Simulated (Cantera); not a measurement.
What does this Cantera script print?

```python
import numpy as np
import cantera as ct

gas_names = """
    H HNO HNO2 HNO3 HO2 H2 H2O H2O2 H2S H2SO4 N NH NH2 NH3 NH2OH NO NO2 NO3 N2 N2H2 N2H4 N2O O OH O2 O3
    S SH SN SO SO2 SO3 S2 S2O S8
""".split()
cond_names = """
    H2O(s) H2O(L) H2SO4(L) S(cr1) S(cr2) S(L)
""".split()


# ... load() reads the species with a 1 bar reference pressure and builds the phases ...
atoms = {
    'NH3': {'N': 1, 'H': 3},
    'SO2': {'S': 1, 'O': 2},
    'N2': {'N': 2},
}
top_T = {}  # K; cautious upper limits of use, not melting points


# ... equilibrate(T, P, feed) seeds the gas with the atoms and calls Mixture.equilibrate('TP', solver="vcs", rtol=1e-11, max_steps=5000) ...
results = []
feed = {'NH3': 1, 'SO2': 0.016, 'N2': 5.7}  # mol
T = 848  # K
P = 2900000  # Pa
mix = equilibrate(T, P, feed)
results.append((T, P, feed, dict(zip(mix.species_names, mix.species_moles))))
print(gas.report(threshold=0.001))
for i in range(1, mix.n_phases):
    print(f"{mix.phase(i).name:16s} {mix.phase_moles(i):12.5e} mol")
```

Result:

```
       temperature   848 K
          pressure   2.9e+06 Pa
           density   9.5308 kg/m^3
  mean mol. weight   23.172 kg/kmol
   phase of matter   gas

                          1 kg             1 kmol
                     ---------------   ---------------
          enthalpy        6.6051e+05        1.5305e+07  J
   internal energy        3.5623e+05        8.2545e+06  J
           entropy            8121.3        1.8819e+05  J/K
    Gibbs function       -6.2264e+06       -1.4428e+08  J
 heat capacity c_p            1361.2             31541  J/K
 heat capacity c_v            1002.4             23227  J/K

                      mass frac. Y      mole frac. X     chem. pot. / RT
                     ---------------   ---------------   ---------------
                H2          0.015965            0.1835            -15.44
               H2O         0.0032435         0.0041719           -60.784
               H2S         0.0030676          0.002086           -32.202
               NH3         0.0028436          0.003869           -33.811
                N2           0.97488           0.80638           -21.303
     [  +30 minor]        2.3969e-10        1.6468e-10

H2SO4(L)          0.00000e+00 mol
S(L)              0.00000e+00 mol
```

Equilibrium computed with Cantera from the NASA thermochemical tables; the gas is ideal and each condensed phase is pure.
